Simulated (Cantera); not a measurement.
What does this Cantera script print?

```python
import numpy as np
import cantera as ct

gas_names = """
    Cu CuO Cu2 H HNO HNO2 HNO3 HO2 H2 H2O H2O2 N NH NH2 NH3 NH2OH NO NO2 NO3 N2 N2H2 N2H4 N2O O OH O2 O3
""".split()
cond_names = """
    Cu(cr) Cu(L) CuO(s) CuO2H2(s) Cu2O(s) Cu2O(L) H2O(s) H2O(L)
""".split()


def load(file, names, dense=False):
    # The tables refer to 1 bar. Condensed volumes are neglected.
    table = {s.name: s for s in ct.Species.list_from_file(file)}
    out = []
    for n in names:
        d = dict(table[n].input_data)
        d["thermo"] = dict(d["thermo"], **{"reference-pressure": 1e5})
        if dense:
            d["equation-of-state"] = {"model": "constant-volume", "density": "1e6 g/cm^3"}
        out.append(ct.Species.from_dict(d))
    return out


gas = ct.Solution(thermo="ideal-gas", species=load("nasa_gas.yaml", gas_names))
cond = {s.name: ct.Solution(thermo="fixed-stoichiometry", species=[s], name=s.name)
        for s in load("nasa_condensed.yaml", cond_names, dense=True)}
atoms = {
    'Cu2O': {'Cu': 2, 'O': 1},
    'H2': {'H': 2},
    'N2': {'N': 2},
}
top_T = {'CuO(s)': 1390}  # K; cautious upper limits of use, not melting points


def equilibrate(T, P, feed):
    n = {}
    for name, mol in feed.items():
        for a, k in atoms[name].items():
            n[a] = n.get(a, 0.0) + k * mol
    gas.TPX = T, P, n
    mass = sum(n.values()) * gas.mean_molecular_weight
    gas.equilibrate("TP")
    valid = [c for c in cond.values() if c.min_temp <= T <= top_T.get(c.name, c.max_temp)]
    mix = ct.Mixture([(gas, mass / gas.mean_molecular_weight)] + [(c, 0.0) for c in valid])
    mix.T, mix.P = T, P
    mix.equilibrate("TP", solver="vcs", rtol=1e-11, max_steps=5000)
    return mix


results = []
feed = {'Cu2O': 1, 'H2': 0.84, 'N2': 39}  # mol
P = 20  # Pa
for T in [698, 798, 898, 998, 1098, 1198, 1298, 1398, 1498, 1598, 1698, 1798, 1898]:
    mix = equilibrate(T, P, feed)
    results.append((T, P, feed, dict(zip(mix.species_names, mix.species_moles))))

top = {s: max(r[3][s] / sum(r[3][g] for g in gas_names) for r in results) for s in gas_names}
cols = sorted((s for s in top if top[s] > 0.001), key=lambda s: -top[s])[:8]
seen = [c for c in cond_names if any(r[3].get(c, 0) > 1e-12 for r in results)]
print("log10 of partial pressures in bar; condensed amounts in mol")
print(f"{'T/K':>10s}" + "".join(f"{s[:9]:>10s}" for s in cols + seen))
for T, P, feed, n in results:
    ng = sum(n[g] for g in gas_names)
    print(f"{T:10.4g}" + "".join(f"{np.log10(max(n[s] / ng * P / 1e5, 1e-99)):10.3f}" for s in cols)
          + "".join(f"{n.get(c, 0):10.4g}" for c in seen))
```

Result:

```
log10 of partial pressures in bar; condensed amounts in mol
       T/K        N2        Cu       H2O         H        O2        H2        OH         O    Cu(cr)     Cu(L)   Cu2O(s)
       698    -3.708   -18.370    -5.375   -19.747   -17.606   -12.205   -17.025   -24.302      1.68         0      0.16
       798    -3.708   -15.226    -5.375   -17.317   -14.432   -11.485   -14.712   -20.355      1.68         0      0.16
       898    -3.708   -12.788    -5.375   -15.419   -11.973   -10.915   -12.915   -17.288      1.68         0      0.16
       998    -3.708   -10.842    -5.375   -13.893   -10.014   -10.452   -11.478   -14.837      1.68         0      0.16
      1098    -3.708    -9.254    -5.375   -12.640    -8.419   -10.067   -10.304   -12.834     1.683         0    0.1585
      1198    -3.708    -7.935    -5.375   -11.592    -7.095    -9.742    -9.328   -11.167     1.743         0    0.1276
      1298    -3.709    -6.822    -5.376   -10.596    -6.402    -9.252    -8.608    -9.969      1.97         0         0
      1398    -3.712    -5.887    -5.379    -9.592    -6.409    -8.533    -8.143    -9.242         0     1.739         0
      1498    -3.727    -5.100    -5.396    -8.723    -6.429    -7.916    -7.750    -8.618         0    0.3455         0
      1598    -3.730    -5.021    -5.405    -7.963    -6.431    -7.378    -7.399    -8.064         0         0         0
      1698    -3.731    -5.021    -5.418    -7.300    -6.409    -6.919    -7.087    -7.564         0         0         0
      1798    -3.731    -5.021    -5.450    -6.729    -6.353    -6.550    -6.810    -7.100         0         0         0
      1898    -3.732    -5.022    -5.517    -6.245    -6.266    -6.276    -6.573    -6.666         0         0         0
```

These are equilibrium values from Cantera (NASA tables, ideal gas, pure condensed phases), not measurements of a reactor. Mutual solubility and eutectic melting of coexisting phases are not modelled.
